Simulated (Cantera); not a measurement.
A perfectly stirred reactor is fed with H2 : O2 = 0.049 : 1 (molar parts), at 0.00217 atm; it is held at 1425 K, and followed from long to short residence time.

Detailed kinetics in Cantera: GRI-Mech 3.0 (53 species, 325 reactions). Radical loss at walls, strong at low pressure, is not modelled. The temperature is held fixed by assumption; the heat of reaction is taken as removed at once.

x: mole fraction; the columns are a selection and need not sum to one.

| τ (s) | x H2 | x O2 | x HO2 | x H2O2 | x O |
|---|---|---|---|---|---|
| 2.3 | ___ | 0.927 | 2.38e-7 | 6.95e-9 | 0.0226 |
| 1.0 | ___ | 0.921 | 2.56e-7 | 7.33e-9 | 0.0279 |
| 0.47 | ___ | 0.917 | 2.66e-7 | 7.55e-9 | 0.0312 |
| 0.21 | ___ | 0.915 | 2.73e-7 | 7.77e-9 | 0.0331 |
| 0.098 | ___ | 0.914 | 2.78e-7 | 8.05e-9 | 0.0337 |
| 0.044 | ___ | 0.914 | 2.85e-7 | 8.60e-9 | 0.0334 |
| 0.020 | ___ | 0.915 | 2.94e-7 | 9.54e-9 | 0.0321 |
| 0.0092 | ___ | 0.917 | 3.04e-7 | 1.09e-8 | 0.0294 |
| 0.0042 | ___ | 0.921 | 3.09e-7 | 1.24e-8 | 0.0251 |

Q: Complete the blanks.

A: 
- 2.3, x H2: 0.000522
- 1.0, x H2: 0.000652
- 0.47, x H2: 0.000762
- 0.21, x H2: 0.000905
- 0.098, x H2: 0.00113
- 0.044, x H2: 0.00162
- 0.020, x H2: 0.00261
- 0.0092, x H2: 0.00459
- 0.0042, x H2: 0.00856
